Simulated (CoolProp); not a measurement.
Saturation properties of R236EA.

Values from CoolProp's reference Helmholtz-energy equation of state, Rui 2013.

| T (K) | p (MPa) | vapour density (kg/m³) | liquid conductivity (mW/(m K)) |
|---|---|---|---|
| 316.9 | 0.3786 | 24.56 | 73.1 |
| 323.4 | 0.4588 | 29.69 | 70.9 |
| 329.9 | 0.5514 | 35.68 | 68.8 |
| 336.3 | 0.6557 | 42.55 | 66.7 |
| 342.8 | 0.7763 | 50.65 | 64.6 |
| 349.2 | 0.9108 | 59.92 | 62.5 |
| 355.7 | 1.065 | 70.90 | 60.5 |
| 362.1 | 1.234 | 83.54 | 58.5 |
| 368.6 | 1.427 | 98.64 | 56.5 |
| 375.1 | 1.642 | 116.6 | 54.5 |
| 381.5 | 1.876 | 137.9 | 52.5 |
| 388 | 2.140 | 164.6 | 50.6 |
| 394.4 | 2.428 | 198.1 | 48.8 |

It boils at 279.3 K under 1 atm.

Thermal conductivity comes from a separate model (Huber 2003), an estimate that may be off by 10 % or more.
